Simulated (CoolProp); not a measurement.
R125 along the isotherm 84.95 °C: density (kg/m³) from the reference equation and from simpler models built on Tc = 66.0 °C, pc = 36.18 bar, ω = 0.305; each cubic takes its own stable root.

Values from CoolProp's reference Helmholtz-energy equation of state, Lemmon 2005.

| p (bar) | phase | reference | ideal gas | van der Waals | Redlich-Kwong | Soave-Redlich-Kwong | Peng-Robinson |
|---|---|---|---|---|---|---|---|
| 1.13 | gas | 4.596 | 4.555 | 4.593 | 4.597 | 4.596 | 4.601 |
| 2.26 | gas | 9.276 | 9.110 | 9.263 | 9.281 | 9.275 | 9.296 |
| 3.39 | gas | 14.04 | 13.67 | 14.01 | 14.05 | 14.04 | 14.09 |
| 4.52 | gas | 18.90 | 18.22 | 18.85 | 18.92 | 18.90 | 18.99 |
| 5.65 | gas | 23.86 | 22.78 | 23.77 | 23.89 | 23.85 | 23.99 |
| 6.78 | gas | 28.92 | 27.33 | 28.79 | 28.96 | 28.90 | 29.11 |
| 7.91 | gas | 34.08 | 31.89 | 33.91 | 34.14 | 34.06 | 34.34 |
| 9.05 | gas | 39.41 | 36.48 | 39.18 | 39.49 | 39.37 | 39.75 |
| 10.2 | gas | 44.90 | 41.12 | 44.60 | 45.00 | 44.85 | 45.34 |
| 11.3 | gas | 50.27 | 45.55 | 49.91 | 50.40 | 50.21 | 50.82 |
| 12.4 | gas | 55.77 | 49.99 | 55.33 | 55.93 | 55.68 | 56.43 |
| 13.6 | gas | 61.91 | 54.82 | 61.38 | 62.11 | 61.80 | 62.72 |
| 14.7 | gas | 67.69 | 59.26 | 67.07 | 67.93 | 67.55 | 68.64 |
| 15.8 | gas | 73.62 | 63.69 | 72.89 | 73.90 | 73.45 | 74.73 |
| 17 | gas | 80.27 | 68.53 | 79.42 | 80.60 | 80.05 | 81.56 |
| 18.1 | gas | 86.53 | 72.96 | 85.58 | 86.93 | 86.27 | 88.02 |
